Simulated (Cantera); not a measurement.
Mixture: CH₄ : C₂H₆ : C₃H₈ : O₂ : N₂ : H₂O = 1 : 0.11 : 0.086 : 3.09 : 11.6 : 0.53 (molar parts), at 3.80 bar, adiabatic and at constant volume. Ignition delay is the time to a rise of 400 K.

Detailed kinetics in Cantera: GRI-Mech 3.0 (53 species, 325 reactions).

Q: What does this change do: pressure from 3.80 bar to 1.40 bar?

A: 
```csv
quantity,before,after
delay at 1100 K,7.04 ms,15.4 ms
delay at 1250 K,0.944 ms,1.85 ms
delay at 1400 K,0.163 ms,0.301 ms
delay at 1550 K,39.2 µs,73.9 µs
delay at 1700 K,13.3 µs,26.7 µs
apparent activation energy between 1550 and 1700 K,160 kJ/mol,150 kJ/mol
```

Q: What does this change do: pressure from 3.80 bar to 1.01 bar?

A: 
| quantity | before | after |
|---|---|---|
| delay at 1100 K | 7.04 ms | 19.6 ms |
| delay at 1250 K | 0.944 ms | 2.27 ms |
| delay at 1400 K | 0.163 ms | 0.364 ms |
| delay at 1550 K | 39.2 µs | 91.3 µs |
| delay at 1700 K | 13.3 µs | 33.9 µs |
| apparent activation energy between 1550 and 1700 K | 160 kJ/mol | 140 kJ/mol |

Q: What does this change do: constant pressure in place of constant volume?

A: 
```json
[
 {"quantity": "delay at 1100 K", "before": "7.04 ms", "after": "7.40 ms"},
 {"quantity": "delay at 1250 K", "before": "0.944 ms", "after": "1.01 ms"},
 {"quantity": "delay at 1400 K", "before": "0.163 ms", "after": "0.180 ms"},
 {"quantity": "delay at 1550 K", "before": "39.2 µs", "after": "44.3 µs"},
 {"quantity": "delay at 1700 K", "before": "13.3 µs", "after": "15.2 µs"},
 {"quantity": "apparent activation energy between 1550 and 1700 K", "before": "160 kJ/mol", "after": "160 kJ/mol"}
]
```
